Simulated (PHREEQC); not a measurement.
Solution A (0.029 mol/kgw NaH2PO4 and 0.11 mol/kgw HCl) is mixed with solution B (0.0082 mol/kgw FeCl3, 5.5e-05 mol/kgw H3AsO4, 0.98 mol/kgw HCl and 0.0061 mol/kgw NaCl) at 25 °C; shares are by mass of water, 1 kg in all. O2 is buffered at 0.21 atm. The system is closed to CO2. Names ending in (a), (am) or -a are amorphous solids. The run lets Fe(OH)3(a), Strengite, Scorodite, Halite precipitate or redissolve, and no other solid.

Computed with PHREEQC (ion-association model, wateq4f.dat).

**Question.** Predict pH at share of solution B = 0, 0.6.

**Answer.** 
| share of solution B | pH |
|---|---|
| 0 | 1.16 |
| 0.6 | 0.33 |

The ionic strength reaches 1.0 mol/kgw; past about 0.7 this activity model is rough. Species that the database lacks are ignored. The database's scorodite may be far more soluble than the real mineral, and it has no iron arsenate complexes; the constant wasn't checked at its source. H3PO4, which wateq4f.dat lacks, is added to it with the constant of phreeqc.dat.
